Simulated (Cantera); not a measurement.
Source: NASA polynomial tables (part measured, part estimated), evaluated in Cantera. Values are per mole of reaction as written; species without (g) are pure solids or liquids, kept so even where they would boil at 1 bar.

2 P2(g) + 10 NO(g) = 5 N2(g) + P4O10, with ΔH° = -4210.0 kJ and ΔS° = -1356.9 J/K at 300 K.

Task: How far is the shortcut ΔG° ≈ ΔH°(300 K) − T·ΔS°(300 K) from the full temperature-dependent value at 423, 448, 473, 498, 523, 548, 573, 598, 623, 648 K?

Result: 
```
T (K)  shortcut (kJ)  full (kJ)  difference (kJ)  difference in log10 K
-----  -------------  ---------  ---------------  ---------------------
423          -3636.0    -3636.3              0.3                  -0.04
448          -3602.1    -3602.6              0.5                  -0.06
473          -3568.2    -3569.0              0.8                  -0.09
498          -3534.2    -3535.5              1.2                  -0.13
523          -3500.3    -3502.0              1.7                  -0.17
548          -3466.4    -3468.7              2.3                  -0.22
573          -3432.5    -3435.4              2.9                  -0.27
598          -3398.5    -3402.3              3.7                  -0.33
623          -3364.6    -3369.2              4.6                  -0.39
648          -3330.7    -3336.3              5.6                  -0.45
```
The shortcut ignores the heat-capacity change of the reaction.
